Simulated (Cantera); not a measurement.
Cantera run:

```python
import numpy as np
import cantera as ct

gas_names = """
    CL CL2 H HCL H2 Si SiCL SiCL2 SiCL3 SiCL4 SiH SiHCL3 SiH2 SiH2CL2 SiH3 SiH3CL SiH4 Si2 Si3
""".split()
cond_names = """
    Si(cr) Si(L)
""".split()


# ... load() reads the species with a 1 bar reference pressure and builds the phases ...
atoms = {
    'Si': {'Si': 1},
    'HCl': {'H': 1, 'CL': 1},
}
top_T = {}  # K; cautious upper limits of use, not melting points


# ... equilibrate(T, P, feed) seeds the gas with the atoms and calls Mixture.equilibrate('TP', solver="vcs", rtol=1e-11, max_steps=5000) ...
results = []
T = 1573  # K
P = 20  # Pa
for m in [1.6, 2, 2.4, 3, 3.7, 4.5, 5.5, 6.8]:
    feed = {'Si': 1, 'HCl': m}  # mol
    mix = equilibrate(T, P, feed)
    results.append((T, P, feed, dict(zip(mix.species_names, mix.species_moles))))

top = {s: max(r[3][s] / sum(r[3][g] for g in gas_names) for r in results) for s in gas_names}
cols = sorted((s for s in top if top[s] > 1e-05), key=lambda s: -top[s])[:5]
seen = [c for c in cond_names if any(r[3].get(c, 0) > 1e-12 for r in results)]
print("log10 of partial pressures in bar; condensed amounts in mol")
print(f"{'n(HCl)':>10s}" + "".join(f"{s[:9]:>10s}" for s in cols + seen))
for T, P, feed, n in results:
    ng = sum(n[g] for g in gas_names)
    print(f"{feed['HCl']:10.4g}" + "".join(f"{np.log10(max(n[s] / ng * P / 1e5, 1e-99)):10.3f}" for s in cols)
          + "".join(f"{n.get(c, 0):10.4g}" for c in seen))
```

Output:

```
log10 of partial pressures in bar; condensed amounts in mol
    n(HCl)       HCL        H2     SiCL2     SiCL3        CL    Si(cr)
       1.6    -4.372    -4.105    -4.110    -6.227    -6.810    0.3721
         2    -4.372    -4.105    -4.110    -6.227    -6.810    0.2151
       2.4    -4.372    -4.105    -4.110    -6.227    -6.810   0.05815
         3    -4.183    -4.173    -4.182    -6.076    -6.587         0
       3.7    -4.043    -4.262    -4.276    -5.986    -6.403         0
       4.5    -3.961    -4.344    -4.364    -5.950    -6.279         0
       5.5    -3.902    -4.429    -4.454    -5.939    -6.178         0
       6.8    -3.857    -4.517    -4.550    -5.946    -6.089         0
```

These are equilibrium values from Cantera (NASA tables, ideal gas, pure condensed phases), not measurements of a reactor. The tables' values for SiCl3, SiCl are old estimates; treat these amounts as uncertain.
